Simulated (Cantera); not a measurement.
Ignition delay

Mixture: CH4 : H2 : O2 : N2 = 1 : 0.071 : 1.07 : 4.03 (molar parts), at 1.48 atm, adiabatic and at constant pressure. Ignition delay is the time to a rise of 400 K.

Computed with Cantera and GRI-Mech 3.0 (53 species, 325 reactions).

```csv
T0 (K),delay (ms)
1123,52.8
1173,29.8
1223,16.7
1273,9.43
1323,5.35
1373,3.08
1423,1.81
1473,1.08
1523,0.664
```

The apparent activation energy between 1423 and 1523 K comes out as 180 kJ/mol.
